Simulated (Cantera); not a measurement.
Feed: 1 mol SiO2, 0.96 mol MgO, 0.14 mol O2, equilibrated at 925 K and 0.110 bar.

Cantera equilibrium calculation (NASA polynomials, part measured and part estimated; ideal gas, pure solids and liquids). Candidate condensed phases: Mg, MgO, MgSiO3, Mg2SiO4, Si, SiO2; 11 gas species. Condensed phases not in the tables: alloys, solid solutions and most ternary compounds. The numbers say what is thermodynamically allowed, not how fast it happens.

Base state: O2 1.00 (mole fractions); condensed: MgSiO3(s) + SiO2(β-quartz).

What changes in the equilibrium state with this change: 0.1 mol HF added?


```csv
species,before,after
O2,1.00,0.730
H2O,0,0.251
HF,0,0.0192
"MgSiO3(s), mol",0.960,0.912
"SiO2(β-quartz), mol",0.0400,0.0882
"MgF2(s), mol",0,0.0482
```
Further candidate phases: H2O, MgF2, Mg(OH)2.
